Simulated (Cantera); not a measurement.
What does this Cantera script print?

```python
import numpy as np
import cantera as ct

gas_names = """
    C CH CH2 CH3 CH4 C2 C2H C2H2,acetylene C2H2,vinylidene C2H3,vinyl C2H4 C2H5 C2H6 C3 C3H3,propargyl
    C3H4,allene C3H4,propyne C3H4,cyclo- C3H5,allyl C3H6,propylene C3H6,cyclo- C3H7,n-propyl
    C3H7,i-propyl C3H8 C4 C4H2 C4H4,1,3-cyclo- C4H6,butadiene C4H6,2-butyne C4H6,cyclo- C4H8,1-butene
    C4H8,cis2-buten C4H8,tr2-butene C4H8,isobutene C4H8,cyclo- C4H9,n-butyl C4H9,i-butyl C4H9,s-butyl
    C4H9,t-butyl C4H10,isobutane C4H10,n-butane C5 C5H6,1,3cyclo- C5H8,cyclo- C5H10,1-pentene
    C5H10,cyclo- C5H11,pentyl C5H11,t-pentyl C5H12,n-pentane C5H12,i-pentane CH3C(CH3)2CH3 C6H2
    C6H5,phenyl C6H6 C6H10,cyclo- C6H12,1-hexene C6H12,cyclo- C6H13,n-hexyl C7H7,benzyl C7H8
    C7H14,1-heptene C7H15,n-heptyl C7H16,n-heptane C8H8,styrene C8H10,ethylbenz C8H16,1-octene
    C8H17,n-octyl C8H18,isooctane C8H18,n-octane C9H19,n-nonyl C10H8,naphthale C10H21,n-decyl
    C12H9,o-bipheny C12H10,bipheny H H2
""".split()
cond_names = """
    C(gr) C6H6(L) C7H8(L) C8H18(L),n-octa
""".split()


def load(file, names, dense=False):
    # The tables refer to 1 bar. Condensed volumes are neglected.
    table = {s.name: s for s in ct.Species.list_from_file(file)}
    out = []
    for n in names:
        d = dict(table[n].input_data)
        d["thermo"] = dict(d["thermo"], **{"reference-pressure": 1e5})
        if dense:
            d["equation-of-state"] = {"model": "constant-volume", "density": "1e6 g/cm^3"}
        out.append(ct.Species.from_dict(d))
    return out


gas = ct.Solution(thermo="ideal-gas", species=load("nasa_gas.yaml", gas_names))
cond = {s.name: ct.Solution(thermo="fixed-stoichiometry", species=[s], name=s.name)
        for s in load("nasa_condensed.yaml", cond_names, dense=True)}
atoms = {
    'n-butane': {'C': 4, 'H': 10},
    'H2': {'H': 2},
}
top_T = {'C(gr)': 4500}  # K; cautious upper limits of use, not melting points


def equilibrate(T, P, feed):
    n = {}
    for name, mol in feed.items():
        for a, k in atoms[name].items():
            n[a] = n.get(a, 0.0) + k * mol
    gas.TPX = T, P, n
    mass = sum(n.values()) * gas.mean_molecular_weight
    gas.equilibrate("TP")
    valid = [c for c in cond.values() if c.min_temp <= T <= top_T.get(c.name, c.max_temp)]
    mix = ct.Mixture([(gas, mass / gas.mean_molecular_weight)] + [(c, 0.0) for c in valid])
    mix.T, mix.P = T, P
    mix.equilibrate("TP", solver="vcs", rtol=1e-11, max_steps=5000)
    return mix


results = []
feed = {'n-butane': 1, 'H2': 4.8}  # mol
T = 1050  # K
P = 1333.22  # Pa
mix = equilibrate(T, P, feed)
results.append((T, P, feed, dict(zip(mix.species_names, mix.species_moles))))
x = sorted(zip(gas.X, gas.species_names), reverse=True)
print(f"T = {T:g} K  P = {P:g} Pa  gas = {mix.phase_moles(0):.4g} mol")
print("   x: " + "  ".join(f"{s} {v:.3e}" for v, s in x if v > 0.001))
print("   condensed (mol): " + ("  ".join(f"{mix.phase(i).name} {mix.phase_moles(i):.4g}"
      for i in range(1, mix.n_phases) if mix.phase_moles(i) > 1e-12) or "none"))
```

It prints:

```
T = 1050 K  P = 1333.22 Pa  gas = 9.793 mol
   x: H2 9.992e-01
   condensed (mol): C(gr) 3.993
```

These are equilibrium values from Cantera (NASA tables, ideal gas, pure condensed phases), not measurements of a reactor.
